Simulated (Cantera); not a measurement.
A closed system holds: 1 mol Cu, 2.1 mol O2, 63 mol H2, equilibrated at 1.30 bar.

Equilibrium computed with Cantera from the NASA thermochemical tables; the gas is ideal and each condensed phase is pure. Candidate condensed phases: Cu, CuO, Cu(OH)2, Cu2O, H2O; 12 gas species. Kinetics and transport are ignored.

log p: log10 of the partial pressure in bar; n: condensed amount in mol.

| T (K) | log p H2 | log p H2O | log p Cu | log p H | log p Cu2 | log p OH | n Cu(s) | n Cu(l) |
|---|---|---|---|---|---|---|---|---|
| 1200 | 0.08 | -1.06 | -7.91 | -6.66 | <-11 | -9.91 | 1.000 | 0 |
| 1300 | 0.08 | -1.06 | -6.80 | -5.91 | -10.89 | -8.94 | 1.000 | 0 |
| 1400 | 0.08 | -1.06 | -5.87 | -5.27 | -9.58 | -8.12 | 0 | 1.000 |
| 1500 | 0.08 | -1.06 | (withheld) | (withheld) | (withheld) | (withheld) | 0 | 1.000 |
| 1600 | 0.08 | -1.06 | (withheld) | (withheld) | (withheld) | (withheld) | 0 | 0.998 |
| 1700 | 0.08 | -1.06 | -3.80 | -3.79 | -6.72 | -6.22 | 0 | 0.992 |
| 1800 | 0.08 | -1.06 | -3.27 | -3.40 | -5.98 | -5.73 | 0 | 0.974 |
| 1900 | 0.08 | -1.06 | -2.79 | -3.06 | -5.33 | -5.29 | 0 | 0.921 |
| 2000 | 0.08 | -1.06 | -2.37 | -2.75 | -4.75 | -4.89 | 0 | 0.789 |

Task: What belongs in the gaps?

Result: 
- 1600, log p Cu: -4.40
- 1600, log p H: -4.22
- 1600, log p Cu2: -7.55
- 1600, log p OH: -6.78
- 1500, log p Cu: -5.08
- 1500, log p H: -4.71
- 1500, log p Cu2: -8.49
- 1500, log p OH: -7.40
